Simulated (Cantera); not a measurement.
## Reactions in the system H-Nb-O

Cantera with NASA thermochemical tables; ideal gases at 1 bar, condensed phases pure. Values are per mole of reaction as written; species without (g) are pure solids or liquids, kept so even where they would boil at 1 bar.

2 Nb₂O₅ + 5 H₂(g) ⇌ 10 OH(g) + 4 Nb

```
T (K)  ΔH° (kJ)  ΔS° (J/K)  ΔG° (kJ)  log10 K
-----  --------  ---------  --------  -------
300      4192.5     1055.0    3876.0  -674.87
1048     4143.5      982.2    3114.2  -155.22
1073     4141.5      980.2    3089.7  -150.41
1098     4139.4      978.3    3065.2  -145.82
1123     4137.3      976.5    3040.8  -141.43
1148     4135.3      974.7    3016.4  -137.24
1173     4133.2      972.9    2992.0  -133.24
1198     4131.2      971.2    2967.7  -129.40
1223     4129.2      969.5    2943.5  -125.71
1248     4127.1      967.9    2919.3  -122.18
1273     4125.1      966.3    2895.1  -118.79
1298     4123.1      964.7    2870.9  -115.53
```
